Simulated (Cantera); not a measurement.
Titanium nitride, carbide and oxide coatings: Ti(OiPr)4 + H2O + H2

Charge: 1 mol Ti(OiPr)4, 4.6 mol H2O, a varied amount of H2, equilibrated at 52.5 Torr.

Method: chemical equilibrium by Gibbs-energy minimisation in Cantera with the NASA 1993 tables (ideal gas, pure condensed phases). Candidate condensed phases: C, C6H6, C7H8, C8H18, H2O, Ti, TiC, TiO, TiO2, Ti2O3, Ti3O5, Ti4O7; 113 gas species. The feed counts by its element totals alone. Mutual solubility and eutectic melting of coexisting phases are not modelled. TiC: taken at fixed stoichiometry. Condensed phases not in the tables: Magnéli phases beyond Ti4O7. Kinetics and transport are ignored.

Stable condensed phases:

```
T in K \ n(H2) in mol
          27  38  49  60  71  82  93 100 110
   1675    A   A   A   A   A   A   A   A   A
   1625    A   A   A   A   A   A   A   A   A
   1575    A   A   A   A   A   A   A   A   A
   1525    A   A   A   A   A   A   A   A   A
   1475    A   A   A   A   A   A   A   A   A
   1425    A   A   A   A   A   A   A   A   A
   1375    A   A   A   A   A   A   A   A   A
   1325    A   A   A   A   A   A   A   A   A
   1275    B   B   C   C   A   A   A   A   A
   1225    B   B   B   B   B   B   B   B   B
   1175    D   D   D   D   D   D   D   D   B
```

A: C + TiC; B: C + Ti3O5; C: C + TiC + Ti3O5; D: C + Ti4O7.
